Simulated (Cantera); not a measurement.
# Thermodynamics of carbothermic reduction, feed SiO₂ + C + CO

A closed system holds: 1 mol SiO₂, 4.7 mol C, 0.2 mol CO, equilibrated at 1 atm.

Method: chemical equilibrium by Gibbs-energy minimisation in Cantera with the NASA 1993 tables (ideal gas, pure condensed phases). Candidate condensed phases: C, Si, SiC, SiO₂; 20 gas species. The tables hold silica as quartz up to 1696 K and as liquid above; real silica turns to tridymite and cristobalite and melts near 1996 K. Kinetics and transport are ignored.

| T (°C) | log p CO | log p CO₂ | log p SiO | log p Si | log p SiC₂ | log p Si₂C | log p Si₂ | log p C₃ | n C(graphite) | n SiO₂(α-quartz) | n SiO₂(β-quartz) | n SiC(s) |
|---|---|---|---|---|---|---|---|---|---|---|---|---|
| 550 | -0.87 | -0.06 | <-11 | <-11 | <-11 | <-11 | <-11 | <-11 | 4.79 | 1.00 | 0 | 0 |
| 750 | -0.10 | -0.65 | <-11 | <-11 | <-11 | <-11 | <-11 | <-11 | 4.74 | 0 | 1.00 | 0 |
| 950 | 0.00 | -1.86 | -11.36 | <-11 | <-11 | <-11 | <-11 | <-11 | 4.70 | 0 | 1.00 | 0 |
| 1150 | 0.01 | -2.86 | -7.28 | <-11 | <-11 | <-11 | <-11 | <-11 | 4.70 | 0 | 1.00 | 0 |
| 1350 | 0.01 | -3.60 | -4.23 | -10.48 | <-11 | <-11 | <-11 | <-11 | 4.70 | 0 | 1.000 | 0 |
| 1550 | 0.00 | -4.18 | -2.22 | -6.93 | -8.71 | -8.85 | -10.69 | <-11 | 1.73 | 0 | 0 | 0.987 |
| 1750 | 0.00 | -4.64 | -2.01 | -5.47 | -6.81 | -6.99 | -8.65 | -10.31 | 1.74 | 0 | 0 | 0.979 |
| 1950 | 0.00 | -5.01 | -1.83 | -4.28 | -5.26 | -5.47 | -6.99 | -8.42 | 1.76 | 0 | 0 | 0.968 |
| 2150 | 0.00 | -5.31 | -1.69 | -3.28 | -3.97 | -4.22 | -5.61 | -6.84 | 1.79 | 0 | 0 | 0.954 |
| 2350 | -0.01 | -5.57 | -1.57 | -2.44 | -2.88 | -3.16 | -4.44 | -5.51 | 1.83 | 0 | 0 | 0.927 |
log p: log10 of the partial pressure in bar; n: condensed amount in mol.

At 550 °C the condensed part is C(graphite) + SiO₂(α-quartz). From 750 °C to 1350 °C the condensed part is C(graphite) + SiO₂(β-quartz). From 1550 °C to 2350 °C the condensed part is C(graphite) + SiC(s).
